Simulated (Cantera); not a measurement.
# B2O3 + H2O + H2 + NH3 (boron, boron nitride and boron oxide)

Charge: 1 mol B2O3, 4.8 mol H2O, 1.2 mol H2, 0.69 mol NH3, at 1527 °C and 0.750 bar.

Cantera equilibrium calculation (NASA polynomials, part measured and part estimated; ideal gas, pure solids and liquids). Candidate condensed phases: B, BN, B2O3, B3O3H3, H2O; 39 gas species. The numbers say what is thermodynamically allowed, not how fast it happens.

* **x(H2O)**: 0.501
* **x(H2)**: 0.274
* **x(HBO2)**: 0.176
* **x(N2)**: 0.0424
* **x(B2O3)**: 0.00457
* **x((HBO2)3)**: 0.000743
* **x(HBO)**: 0.000248
* **x(H)**: 0.000217
* **x(OH)**: 2.61e-5
* **n(B2O3(l))**: 0.236 mol
* **gas amount**: 8.133 mol
* **log10 activity of B(s) (absent)**: -6.32
* **log10 activity of B3O3H3(s) (absent)**: -13.49
